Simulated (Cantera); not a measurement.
Equilibrium for silicon etching in halogen gases: Si + Cl2

Input: 1 mol Si, a varied amount of Cl2, held at 3.30e-5 bar.

Method: chemical equilibrium by Gibbs-energy minimisation in Cantera with the NASA 1993 tables (ideal gas, pure condensed phases). Candidate condensed phases: Si; 9 gas species. The tables' values for SiCl3 are old estimates. Equilibrium is a limit: real reactors are often held back by kinetics, nucleation or transport.

Question: Map the stable condensed phases over T = 325, 425, 525, 625, 725, 825, 925, 1025, 1125, 1225, 1325, 1425 °C and n(Cl2) in mol = 1.1, 1.5, 2, 2.5, 3.3, 4.3, 5.6.

Answer: 
```
T in °C \ n(Cl2) in mol
         1.1 1.5   2 2.5 3.3 4.3 5.6
   1425    A   A   A   A   A   A   A
   1325    A   A   A   A   A   A   A
   1225    A   A   A   A   A   A   A
   1125    A   A   A   A   A   A   A
   1025    A   A   A   A   A   A   A
    925    B   A   A   A   A   A   A
    825    B   A   A   A   A   A   A
    725    B   B   A   A   A   A   A
    625    B   B   A   A   A   A   A
    525    B   B   A   A   A   A   A
    425    B   B   A   A   A   A   A
    325    B   B   A   A   A   A   A
```
A: gas only; B: Si.
